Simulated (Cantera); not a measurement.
A closed system holds: 1 mol B, 0.11 mol NH3, held at 0.0133 bar.

Method: chemical equilibrium by Gibbs-energy minimisation in Cantera with the NASA 1993 tables (ideal gas, pure condensed phases). Candidate condensed phases: B, BN; 15 gas species. Mutual solubility and eutectic melting of coexisting phases are not modelled. The tables' values for BH2 are old estimates; treat these amounts as uncertain. The numbers say what is thermodynamically allowed, not how fast it happens. All values below are at 1250 °C.

Base state: H2 1.000, H 0.000200, BH2 1.25e-5 (mole fractions); condensed: B(s) + BN(s).

What changes in the equilibrium state with this change: B replaced by B2O3?


| species | before | after |
|---|---|---|
| H2 | 1.000 | 0.737 |
| N2 | 7.48e-7 | 0.247 |
| HBO2 | 0 | 0.00746 |
| HBO | 0 | 0.00409 |
| B2O3 | 0 | 0.00259 |
| H2O | 0 | 0.000846 |
| B(s), mol | 0.890 | 0 |
| BN(s), mol | 0.110 | 0.000349 |
| B2O3(l), mol | 0 | 0.998 |
Further candidate phases: B2O3, B3O3H3, H2O.
